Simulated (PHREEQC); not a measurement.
**Nickel, zinc or cadmium bath: an equilibrium model**

Make-up at 73 °C: 2.2 mmol/kgw ZnCl2 and 47 mmol/kgw H2SO4. Closed to the air; pH follows from the charge balance.

Computed with PHREEQC (ion-association model, phreeqc.dat).

This is a speciation only: nothing precipitates in the calculation.

Question: Predict the pH.

Answer: pH 1.35.

Question: In which forms is Cl present?

Answer: Cl- 99 %, ZnCl+ 1.1 % of the Cl.

Away from 25 °C the constants follow the database's enthalpies or fits; those with neither stay at their 25 °C values.
